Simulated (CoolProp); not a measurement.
Values from CoolProp's reference Helmholtz-energy equation of state, Thol 2016.

Give the vapour pressure (bar), vapour density (kg/m³), enthalpy of vaporisation (kJ/kg) of saturated hexamethyldisiloxane (MM) at 158.85 °C.


```tsv
T (°C)	p (bar)	vapour density (kg/m³)	enthalpy of vaporisation (kJ/kg)
158.85	4.23	23.2	157
```
